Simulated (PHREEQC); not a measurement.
A PHREEQC input (ion-association model, wateq4f.dat):

```
SOLUTION 1
  temp 25
  units mg/kgw
  pH 6.98
  pe -0.8
  Na 0.0088
  K 2.71e-06 charge
  Ca 0.0265
  Mg 0.00269
  Cl 0.0239
  S(6) 0.0119 as SO4
  Alkalinity 0.0568 as HCO3
  Ba 3.22e-05
  B 2.23e-05
END
USE solution 1
EQUILIBRIUM_PHASES 1
  Gypsum 0 0
  CO2(g) -2 10
END
```

It stops with these messages:

```
WARNING: Maximum iterations exceeded, 100
WARNING: Maximum iterations exceeded, 100
WARNING: The program has failed to converge to a numerical solution.
ERROR:           Alkalinity has not converged. Total: 9.308561e-07	Calculated: 1.005009e-06	Residual: -7.415302e-08
ERROR: Is non-carbonate alkalinity greater than total alkalinity?
ERROR: Model failed to converge for initial solution  1.
```

Q: Why does the run stop?

A: The fault: charge balance asked on the minor ion K. The line should read `K 2.71e-06` where the input has `K 2.71e-06 charge`. With the mend the run ends at pH 4.93 and ionic strength 1.47e-5 mol/kgw.
